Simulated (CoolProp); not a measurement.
The fluid at 298.15 K and 0.104 MPa (gas) is heated at constant pressure to 324.8 K. The same conditions are run with several fluids, on thermodynamics alone (safety and materials aside).

Model: reference Helmholtz-energy equation of state of each fluid (chloromethane (R40): Thol 2014; R227EA: Lemmon 2016; sulfur hexafluoride: Guder 2009; R507A: Lemmon 2003; C2F6 (R116): Lemmon 2006), in CoolProp. Blends and air are pseudo-pure fits.

```csv
fluid,heat (kJ/kg),final density (kg/m³)
chloromethane (R40),22.7,1.97
R227EA,22.2,6.69
sulfur hexafluoride,18.4,5.67
R507A,23.8,3.86
C2F6 (R116),21.2,5.36
```
